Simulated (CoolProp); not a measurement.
R113 along the isobar 2.51 bar: Z from the reference equation and from simpler models built on Tc = 487.2 K, pc = 33.92 bar, ω = 0.253; each cubic takes its own stable root.

Model: reference Helmholtz-energy equation of state, Marx 1992, in CoolProp.

```json
[
 {"T (K)": "385.5", "phase": "gas", "reference": "0.9439"},
 {"T (K)": "398.2", "phase": "gas", "reference": "0.9499"},
 {"T (K)": "410.9", "phase": "gas", "reference": "0.9550"},
 {"T (K)": "423.7", "phase": "gas", "reference": "0.9594"},
 {"T (K)": "436.4", "phase": "gas", "reference": "0.9633"},
 {"T (K)": "449.1", "phase": "gas", "reference": "0.9667"},
 {"T (K)": "461.8", "phase": "gas", "reference": "0.9697"},
 {"T (K)": "474.6", "phase": "gas", "reference": "0.9723"},
 {"T (K)": "487.3", "phase": "gas", "reference": "0.9747"},
 {"T (K)": "500", "phase": "gas", "reference": "0.9768"}
]
```

Q: How far does each simpler model (Pitzer virial, van der Waals, Redlich-Kwong, Soave-Redlich-Kwong, Peng-Robinson) lie from the reference over these 10 states: mean and median of the absolute difference, and the worst?

A: 
- Pitzer virial: mean 0.1 %, median 0.1 %, worst -0.1 % at 385.5 K and 2.51 bar
- van der Waals: mean 0.8 %, median 0.7 %, worst +1.7 % at 385.5 K and 2.51 bar
- Redlich-Kwong: mean 0.2 %, median 0.1 %, worst +0.6 % at 385.5 K and 2.51 bar
- Soave-Redlich-Kwong: mean 0.0 %, median 0.0 %, worst +0.1 % at 385.5 K and 2.51 bar
- Peng-Robinson: mean 0.3 %, median 0.3 %, worst -0.4 % at 436.4 K and 2.51 bar
